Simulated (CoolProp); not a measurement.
Vapour pressure (MPa) of p-xylene: the reference equation beside estimates from Tc = 616.2 K, pc = 3.532 MPa, ω = 0.324. Clausius-Clapeyron is anchored at 497.3 K with a constant enthalpy of vaporisation of 29.07 kJ/mol.

Computed with CoolProp (reference Helmholtz-energy equation of state, Zhou 2012).

```
T (K)  reference  Clausius-Clapeyron  Soave-Redlich-Kwong  Peng-Robinson
-----  ---------  ------------------  -------------------  -------------
488.9     0.5551              0.5713               0.5659         0.5588
497.3     0.6446              0.6446                  ___         0.6498
505.6     0.7433                 ___               0.7606         0.7504
513.9        ___              0.8089               0.8742         0.8623
522.3     0.9763              0.9025                1.002         0.9880
530.6      1.111               1.002                1.140          1.125
539        1.261               1.110                1.295          1.278
547.3      1.424               1.225                1.463          1.445
555.6      1.603               1.348                1.646          1.627
```

Q: Fill in the missing entries.

A: 
- 497.3, Soave-Redlich-Kwong: 0.6584
- 505.6, Clausius-Clapeyron: 0.7235
- 513.9, reference: 0.8531

Absolute difference from the reference over all 9 rows, mean and median: Clausius-Clapeyron 7.8 and 7.6 %, Soave-Redlich-Kwong 2.5 and 2.6 %, Peng-Robinson 1.1 and 1.2 %.
